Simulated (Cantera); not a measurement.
# Equilibrium for fluorocarbon and chlorocarbon gases: CH₃F + F₂ + H₂

A closed system holds: 1 mol CH₃F, 0.032 mol F₂, 12 mol H₂, held at 0.133 bar.

These are equilibrium values from Cantera (NASA tables, ideal gas, pure condensed phases), not measurements of a reactor. Candidate condensed phases: C, C₆H₆, C₇H₈, C₈H₁₈; 95 gas species. Kinetics and transport are ignored.

```json
[
 {"T (K)": "1325", "x H₂": "0.923", "x H": "4.30e-6", "x HF": "0.0759", "x C₂H₂ (acetylene)": "7.86e-7", "x C₂H": "<1e-12", "n C(graphite)": "0.989"},
 {"T (K)": "1475", "x H₂": "0.924", "x H": "3.41e-5", "x HF": "0.0759", "x C₂H₂ (acetylene)": "6.16e-6", "x C₂H": "<1e-12", "n C(graphite)": "0.995"},
 {"T (K)": "1625", "x H₂": "0.924", "x H": "0.000186", "x HF": "0.0758", "x C₂H₂ (acetylene)": "3.29e-5", "x C₂H": "2.54e-11", "n C(graphite)": "0.997"},
 {"T (K)": "1775", "x H₂": "0.923", "x H": "0.000762", "x HF": "0.0758", "x C₂H₂ (acetylene)": "0.000131", "x C₂H": "8.53e-10", "n C(graphite)": "0.995"},
 {"T (K)": "1925", "x H₂": "0.921", "x H": "0.00251", "x HF": "0.0757", "x C₂H₂ (acetylene)": "0.000422", "x C₂H": "1.65e-8", "n C(graphite)": "0.987"},
 {"T (K)": "2075", "x H₂": "0.916", "x H": "0.00698", "x HF": "0.0756", "x C₂H₂ (acetylene)": "0.00114", "x C₂H": "2.07e-7", "n C(graphite)": "0.967"},
 {"T (K)": "2225", "x H₂": "0.905", "x H": "0.0169", "x HF": "0.0752", "x C₂H₂ (acetylene)": "0.00266", "x C₂H": "1.84e-6", "n C(graphite)": "0.924"},
 {"T (K)": "2375", "x H₂": "0.884", "x H": "0.0363", "x HF": "0.0744", "x C₂H₂ (acetylene)": "0.00549", "x C₂H": "1.22e-5", "n C(graphite)": "0.841"},
 {"T (K)": "2525", "x H₂": "0.846", "x H": "0.0706", "x HF": "0.0731", "x C₂H₂ (acetylene)": "0.0102", "x C₂H": "6.42e-5", "n C(graphite)": "0.699"},
 {"T (K)": "2675", "x H₂": "0.786", "x H": "0.125", "x HF": "0.0710", "x C₂H₂ (acetylene)": "0.0169", "x C₂H": "0.000274", "n C(graphite)": "0.472"},
 {"T (K)": "2825", "x H₂": "0.700", "x H": "0.205", "x HF": "0.0679", "x C₂H₂ (acetylene)": "0.0254", "x C₂H": "0.000975", "n C(graphite)": "0.130"},
 {"T (K)": "2975", "x H₂": "0.598", "x H": "0.309", "x HF": "0.0637", "x C₂H₂ (acetylene)": "0.0249", "x C₂H": "0.00214", "n C(graphite)": "0"}
]
```
x: gas mole fraction; n: condensed amount in mol.

From 1325 K to 2825 K the condensed part is C(graphite). At 2975 K nothing is condensed. The main C-bearing gas is CH₄ at 1325 K and C₂H₂ (acetylene) at 2975 K. The share of C in condensed phases is highest at 1625 K (99.7 %) and lowest at 2975 K (0.0 %).
